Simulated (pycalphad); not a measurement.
An equivalent pycalphad script:

```python
from pycalphad import Database, equilibrium, calculate, variables as v
import numpy as np
db = Database('COST507.tdb')
comps = ['TI', 'HF', 'B', 'VA']
phases = ['B2M', 'B2TI', 'B4M3', 'B4TI3', 'BCC_A2', 'BETA_RHOMBO_B', 'BM', 'BTI', 'HCP_A3', 'LIQUID']
eq = equilibrium(db, comps, phases, {v.X('HF'): 0.0452, v.X('B'): 0.0028, v.T: np.arange(2850, 499, -100), v.P: 101325, v.N: 1}, output=['HM', 'SM'])
```

CALPHAD calculation (pycalphad, COST 507 light-alloy database (1999)), 1 atm. The database dates from 1999; later assessments differ in places, in temperatures and in the compounds included. Amounts are mole fractions of atoms. Diffusion is slow at the low end, where real alloys seldom reach equilibrium.

Results at three of the temperatures:

```
T = 2250.00 K, P = 101325 Pa, N = 1 mol of atoms
G = -157333 J/mol, H = 84208 J/mol, S = 107.35 J/(mol K)  (SER reference)
chemical potentials (J/mol): Ti -152626, Hf -247863, B -296406
phase             fraction      x(Ti)      x(Hf)       x(B)
LIQUID              1.0000     0.9520     0.0452     0.0028
```

```
T = 1750.00 K, P = 101325 Pa, N = 1 mol of atoms
G = -107556 J/mol, H = 48721 J/mol, S = 89.30 J/(mol K)  (SER reference)
chemical potentials (J/mol): Ti -104039, Hf -175845, B -200927
phase             fraction      x(Ti)      x(Hf)       x(B)
BCC_A2              0.9987     0.9526     0.0453     0.0021
BM                  0.0013     0.4954     0.0046     0.5000
```

```
T = 1250.00 K, P = 101325 Pa, N = 1 mol of atoms
G = -65505 J/mol, H = 32722 J/mol, S = 78.58 J/(mol K)  (SER reference)
chemical potentials (J/mol): Ti -62948, Hf -112006, B -183993
phase             fraction      x(Ti)      x(Hf)       x(B)
BCC_A2              0.9969     0.9534     0.0453     0.0013
BM                  0.0031     0.4970     0.0030     0.5000
```

Changes of the phase set, refined by bisection:

| T (K) | phases above | phases below |
|---|---|---|
| 1926.2 | LIQUID | BCC_A2 + LIQUID |
| 1814.7 | BCC_A2 + LIQUID | BCC_A2 + BM |
| 1125.2 | BCC_A2 + BM | BCC_A2 + BM + HCP_A3 |
| 1117.7 | BCC_A2 + BM + HCP_A3 | BM + HCP_A3 |

Database names, with the compositions (at.%) that they take in these runs: BM: Ti 50 B 50. BCC_A2 is bcc; HCP_A3 is hcp.
